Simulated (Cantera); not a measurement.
Feed: 1 mol Cu, 1.5 mol CO2, 5.1 mol N2, held at 1150 K and 0.133 bar.

These are equilibrium values from Cantera (NASA tables, ideal gas, pure condensed phases), not measurements of a reactor. Candidate condensed phases: C, Cu, CuO, Cu2O; 27 gas species. Mutual solubility and eutectic melting of coexisting phases are not modelled. Rates play no part.

Base state: N2 0.773, CO2 0.227 (mole fractions); condensed: Cu(s) + Cu2O(s).

Question: What changes in the equilibrium state with this change: Cu replaced by Si?

Answer: 
```json
[
 {"species": "N2", "before": "0.773", "after": "0.836"},
 {"species": "CO", "before": "8.22e-6", "after": "0.164"},
 {"species": "CO2", "before": "0.227", "after": "0.000141"},
 {"species": "Cu(s), mol", "before": "1.000", "after": "0"},
 {"species": "Cu2O(s), mol", "before": "5.16e-5", "after": "0"},
 {"species": "C(graphite), mol", "before": "0", "after": "0.501"},
 {"species": "SiO2(β-quartz), mol", "before": "0", "after": "1.00"}
]
```
The tables hold silica as quartz up to 1696 K and as liquid above; real silica turns to tridymite and cristobalite and melts near 1996 K. Further candidate phases: Si, SiC, SiO2, Si2N2O, Si3N4.
